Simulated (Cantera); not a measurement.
A perfectly stirred reactor is fed with CH4 : N2 = 1 : 3.3 (molar parts), at 1.00 bar; it is held at 1900 K, and followed from long to short residence time.

Computed with Cantera and GRI-Mech 3.0 (53 species, 325 reactions). GRI-Mech 3.0 stops at C3 and has no aromatics, soot or wall deposition, so with more carbon than oxygen in the feed, carbon stays in small species such as C2H2 where larger ones or solid carbon would form.

x: mole fraction; the columns are a selection and need not sum to one.

| τ (s) | x CH4 | x H | x CH2 | x CH3 | x C2H6 | x C2H2 |
|---|---|---|---|---|---|---|
| 0.80 | 0.00476 | 0.000413 | 2.51e-7 | 0.000141 | ___ | 0.0920 |
| 0.36 | 0.00697 | 0.000406 | 3.58e-7 | 0.000205 | ___ | 0.0911 |
| 0.16 | 0.0104 | 0.000396 | 5.16e-7 | 0.000303 | ___ | 0.0896 |
| 0.072 | 0.0155 | 0.000382 | 7.33e-7 | 0.000445 | ___ | 0.0875 |
| 0.032 | 0.0233 | 0.000362 | 1.03e-6 | 0.000655 | ___ | 0.0842 |
| 0.015 | 0.0339 | 0.000337 | 1.39e-6 | 0.000931 | ___ | 0.0796 |
| 0.0065 | 0.0506 | 0.000302 | 1.89e-6 | 0.00135 | ___ | 0.0722 |
| 0.0029 | 0.0727 | 0.000261 | 2.47e-6 | 0.00190 | ___ | 0.0622 |
| 0.0013 | 0.101 | 0.000214 | 3.14e-6 | 0.00256 | ___ | 0.0490 |
| 0.00059 | 0.133 | 0.000162 | 3.80e-6 | 0.00329 | ___ | 0.0336 |
| 0.00027 | 0.166 | 0.000108 | 4.24e-6 | 0.00392 | ___ | 0.0177 |

Task: Some entries are withheld; supply them.

Result: 
- 0.80, x C2H6: 6.34e-7
- 0.36, x C2H6: 1.32e-6
- 0.16, x C2H6: 2.87e-6
- 0.072, x C2H6: 6.23e-6
- 0.032, x C2H6: 1.37e-5
- 0.015, x C2H6: 2.81e-5
- 0.0065, x C2H6: 6.09e-5
- 0.0029, x C2H6: 0.000123
- 0.0013, x C2H6: 0.000232
- 0.00059, x C2H6: 0.000394
- 0.00027, x C2H6: 0.000575
